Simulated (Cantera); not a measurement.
Feed: 1 mol B, 0.53 mol NH3, 0.34 mol H2, equilibrated at 1952 °C and 0.100 bar.

These are equilibrium values from Cantera (NASA tables, ideal gas, pure condensed phases), not measurements of a reactor. Candidate condensed phases: B, BN; 15 gas species. Mutual solubility and eutectic melting of coexisting phases are not modelled. The tables' values for BH2 are old estimates; treat these amounts as uncertain. Gases not in the tables: B2H6 and higher boranes. The numbers say what is thermodynamically allowed, not how fast it happens.

Base state: H2 0.954, N2 0.0240, H 0.0200, BH2 0.00142, B 3.84e-5, BH3 1.78e-5, BH 1.29e-5 (mole fractions); condensed: B(s) + BN(s).

What changes in the equilibrium state with this change: temperature from 1952 °C to 1300 °C?


```
species      before     after
----------  -------  --------
H2            0.954     1.000
H            0.0200  0.000129
BH2         0.00142   2.03e-5
N2           0.0240   3.50e-7
B           3.84e-5     <1e-9
BH          1.29e-5     <1e-9
BH3         1.78e-5   2.71e-6
B(s), mol     0.525     0.470
BN(s), mol    0.474     0.530
```

What changes in the equilibrium state with this change: pressure from 0.100 bar to 0.480 bar?


```csv
species,before,after
H2,0.954,0.984
H,0.0200,0.00927
N2,0.0240,0.00501
BH2,0.00142,0.00147
B,3.84e-5,8.00e-6
BH3,1.78e-5,4.08e-5
"B(s), mol",0.525,0.480
"BN(s), mol",0.474,0.519
```
